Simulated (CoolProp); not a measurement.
Values from CoolProp's reference Helmholtz-energy equation of state, Smukala 2000.

### Question
For ethylene, give the phase and the cp (kJ/(kg K)), Joule-Thomson coefficient (K/MPa) at 287.5 K and 0.124 MPa; 287.5 K and 7.56 MPa.

### Answer
- 287.5 K and 0.124 MPa: gas; cp 1.51, Joule-Thomson coefficient 11.2
- 287.5 K and 7.56 MPa: supercritical; cp 4.70, Joule-Thomson coefficient 2.00
